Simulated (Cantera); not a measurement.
## Equilibrium for silicon nitride deposition: SiH2Cl2 + NH3

Feed: 1 mol SiH2Cl2, a varied amount of NH3, equilibrated at 550 °C and 10000 Pa.

Method: chemical equilibrium by Gibbs-energy minimisation in Cantera with the NASA 1993 tables (ideal gas, pure condensed phases). Candidate condensed phases: NH4Cl, Si, Si3N4; 28 gas species. The tables' values for SiCl3 are old estimates; treat these amounts as uncertain. Rates play no part.

| n(NH3) (mol) | log p H2 | log p HCl | log p SiCl4 | log p N2 | log p SiHCl3 | log p SiH2Cl2 | log p SiCl3 | log p NH3 | n Si(s) | n Si3N4(s) |
|---|---|---|---|---|---|---|---|---|---|---|
| 0.53 | -1.12 | -3.46 | -1.74 | <-13 | -2.32 | -3.97 | -4.72 | -11.79 | 0.0758 | 0.133 |
| 0.59 | -1.11 | -3.46 | -1.76 | <-13 | -2.33 | -3.98 | -4.73 | -11.78 | 0.0305 | 0.147 |
| 0.67 | -1.10 | -2.81 | -1.73 | -11.15 | -2.94 | -5.23 | -5.35 | -9.85 | 0 | 0.168 |
| 0.75 | -1.13 | -2.02 | -1.79 | -6.28 | -3.81 | -6.91 | -6.21 | -7.46 | 0 | 0.187 |
| 0.85 | -1.16 | -1.73 | -1.90 | -4.25 | -4.25 | -7.68 | -6.63 | -6.49 | 0 | 0.212 |
| 0.96 | -1.19 | -1.61 | -2.01 | -3.27 | -4.51 | -8.08 | -6.88 | -6.04 | 0 | 0.231 |
| 1.1 | -1.20 | -1.56 | -2.12 | -2.77 | -4.68 | -8.31 | -7.04 | -5.81 | 0 | 0.246 |
| 1.2 | -1.20 | -1.55 | -2.18 | -2.59 | -4.76 | -8.41 | -7.12 | -5.73 | 0 | 0.253 |
| 1.4 | -1.21 | -1.54 | -2.29 | -2.38 | -4.88 | -8.54 | -7.24 | -5.62 | 0 | 0.264 |
| 1.5 | -1.21 | -1.54 | -2.35 | -2.30 | -4.93 | -8.59 | -7.29 | -5.59 | 0 | 0.269 |
| 1.7 | -1.21 | -1.55 | -2.44 | -2.20 | -5.02 | -8.68 | -7.38 | -5.54 | 0 | 0.277 |
| 2 | -1.21 | -1.56 | -2.58 | -2.09 | -5.14 | -8.78 | -7.50 | -5.48 | 0 | 0.287 |
| 2.2 | -1.21 | -1.58 | -2.67 | -2.04 | -5.22 | -8.84 | -7.57 | -5.45 | 0 | 0.292 |
log p: log10 of the partial pressure in bar; n: condensed amount in mol.

From 0.53 mol NH3 to 0.59 mol NH3 the condensed part is Si(s) + Si3N4(s). From 0.67 mol NH3 to 2.2 mol NH3 the condensed part is Si3N4(s). The main Si-bearing gas is SiCl4 throughout.
